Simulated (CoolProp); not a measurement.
Computed with CoolProp (reference Helmholtz-energy equation of state, Lemmon 2006). It is a short technical equation, of lower accuracy than the large ones.

**Question.** Give the vapour pressure (MPa), liquid cp (kJ/(kg K)), vapour Z, surface tension (mN/m) of saturated CH3F (R41) at 202.3 K.

**Answer.** 
| T (K) | p (MPa) | liquid cp (kJ/(kg K)) | vapour Z | surface tension (mN/m) |
|---|---|---|---|---|
| 202.3 | 0.151 | 2.08 | 0.945 | 14.3 |

Surface tension comes from a separate correlation (Mulero 2012).
